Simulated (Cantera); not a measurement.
What does this Cantera script print?

```python
import numpy as np
import cantera as ct

gas_names = """
    B BCL BCL2 BCL3 BH BH2 BH3 BO BOCL BO2 B2 B2O B2O2 B2O3 B3O3CL3 B3O3H3 CL CLO CL2 H HBO HBO2 HCL
    HOCL HO2 H2 H2O H2O2 H3B3O6 O OH O2 O3
""".split()
cond_names = """
    B(b) B(L) B2O3(L) B3O3H3(cr) H2O(s) H2O(L)
""".split()


# ... load() reads the species with a 1 bar reference pressure and builds the phases ...
atoms = {
    'B2O3': {'B': 2, 'O': 3},
    'BCl3': {'B': 1, 'CL': 3},
    'H2': {'H': 2},
}
top_T = {}  # K; cautious upper limits of use, not melting points


# ... equilibrate(T, P, feed) seeds the gas with the atoms and calls Mixture.equilibrate('TP', solver="vcs", rtol=1e-11, max_steps=5000) ...
results = []
feed = {'B2O3': 1, 'BCl3': 2.4, 'H2': 2.3}  # mol
P = 10000  # Pa
for T in [1050, 1100, 1150, 1200, 1250, 1300, 1350, 1400, 1450, 1500]:
    mix = equilibrate(T, P, feed)
    results.append((T, P, feed, dict(zip(mix.species_names, mix.species_moles))))

top = {s: max(r[3][s] / sum(r[3][g] for g in gas_names) for r in results) for s in gas_names}
cols = sorted((s for s in top if top[s] > 0.0001), key=lambda s: -top[s])[:7]
seen = [c for c in cond_names if any(r[3].get(c, 0) > 1e-12 for r in results)]
print("log10 of partial pressures in bar; condensed amounts in mol")
print(f"{'T/K':>10s}" + "".join(f"{s[:9]:>10s}" for s in cols + seen))
for T, P, feed, n in results:
    ng = sum(n[g] for g in gas_names)
    print(f"{T:10.4g}" + "".join(f"{np.log10(max(n[s] / ng * P / 1e5, 1e-99)):10.3f}" for s in cols)
          + "".join(f"{n.get(c, 0):10.4g}" for c in seen))
```

Output:

```
log10 of partial pressures in bar; condensed amounts in mol
       T/K        H2      BCL3       HCL   B3O3CL3      BOCL       HBO      BCL2      B(b)   B2O3(L)
      1050    -1.375    -1.424    -1.936    -2.066    -6.354    -6.207    -6.347    0.1824    0.5861
      1100    -1.389    -1.440    -1.858    -2.049    -5.843    -5.743    -5.934    0.2198    0.5677
      1150    -1.405    -1.455    -1.788    -2.036    -5.378    -5.322    -5.559    0.2596    0.5531
      1200    -1.421    -1.471    -1.726    -2.027    -4.953    -4.939    -5.217     0.301    0.5416
      1250    -1.438    -1.487    -1.671    -2.022    -4.563    -4.589    -4.903    0.3436     0.533
      1300    -1.457    -1.503    -1.622    -2.019    -4.205    -4.268    -4.615    0.3865    0.5266
      1350    -1.477    -1.519    -1.578    -2.018    -3.875    -3.973    -4.349     0.429    0.5216
      1400    -1.497    -1.536    -1.539    -2.020    -3.569    -3.701    -4.104    0.4701    0.5168
      1450    -1.520    -1.553    -1.505    -2.025    -3.286    -3.450    -3.878    0.5083    0.5106
      1500    -1.544    -1.573    -1.476    -2.033    -3.024    -3.219    -3.669    0.5414    0.5001
```

Cantera equilibrium calculation (NASA polynomials, part measured and part estimated; ideal gas, pure solids and liquids). Mutual solubility and eutectic melting of coexisting phases are not modelled. The tables' values for BOCl, BCl2, BCl are old estimates; treat these amounts as uncertain. Gases not in the tables: BHCl2.
